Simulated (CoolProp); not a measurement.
A closed Brayton cycle with carbon dioxide: compressor inlet 319.15 K and 8 MPa, high pressure 18.4 MPa, turbine inlet 740 K, compressor efficiency 0.8, turbine efficiency 0.85, recuperator effectiveness 0.8 (on enthalpy, no pinch check). Each further row changes one setting.

Values from CoolProp's reference Helmholtz-energy equation of state, Span 1996.

```json
[
 {"case": "as stated", "thermal efficiency (%)": "22.8", "net work (kJ/kg)": "51.2", "compressor to turbine work": "0.44", "compressor exit (K)": "387.1", "turbine exit (K)": "651.1"},
 {"case": "turbine inlet 690 K", "thermal efficiency (%)": "?", "net work (kJ/kg)": "?", "compressor to turbine work": "0.48", "compressor exit (K)": "387.1", "turbine exit (K)": "604.3"},
 {"case": "compressor inlet 329.15 K", "thermal efficiency (%)": "21.4", "net work (kJ/kg)": "?", "compressor to turbine work": "0.51", "compressor exit (K)": "403.4", "turbine exit (K)": "651.1"},
 {"case": "high pressure 15.6 MPa", "thermal efficiency (%)": "?", "net work (kJ/kg)": "43.3", "compressor to turbine work": "0.42", "compressor exit (K)": "373.2", "turbine exit (K)": "?"},
 {"case": "recuperator effectiveness 0.5", "thermal efficiency (%)": "16.2", "net work (kJ/kg)": "51.2", "compressor to turbine work": "0.44", "compressor exit (K)": "387.1", "turbine exit (K)": "651.1"}
]
```

Problem. What belongs in the gaps?

Solution. 
- turbine inlet 690 K, thermal efficiency (%): 21.3
- turbine inlet 690 K, net work (kJ/kg): 43.9
- compressor inlet 329.15 K, net work (kJ/kg): 44.9
- high pressure 15.6 MPa, thermal efficiency (%): 21.0
- high pressure 15.6 MPa, turbine exit (K): 668.4
